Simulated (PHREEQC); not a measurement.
Make-up at 25 °C: 25 mmol/kgw Cu(NO3)2, 42 mmol/kgw H2SO4 and 0.98 mmol/kgw KCl. Closed to the air; pH follows from the charge balance.

Model: ion-association model, wateq4f.dat, run in PHREEQC.

```yaml
pH: 1.32
ionic_strength: 0.130 mol/kgw
total_alkalinity: -84.0 meq/kg
```

| species | molality | activity | log γ |
|---|---|---|---|
| H+ | 0.0593 | 0.0483 | -0.089 |
| NO3- | 0.0500 | 0.0366 | -0.136 |
| HSO4- | 0.0246 | 0.0187 | -0.120 |
| Cu+2 | 0.0193 | 0.00718 | -0.430 |
| SO4-2 | 0.0117 | 0.00398 | -0.467 |
| CuSO4 | 0.00566 | 0.00583 | 0.013 |
| Cl- | 0.000962 | 0.000716 | -0.128 |
| K+ | 0.000954 | 0.000711 | -0.128 |
| KSO4- | 2.57e-5 | 1.99e-5 | -0.112 |
| CuCl+ | 1.84e-5 | 1.38e-5 | -0.125 |
| CuCl2 | 5.16e-9 | 5.32e-9 | 0.013 |
| CuOH+ | 1.97e-9 | 1.48e-9 | -0.125 |

No solid was allowed to form.
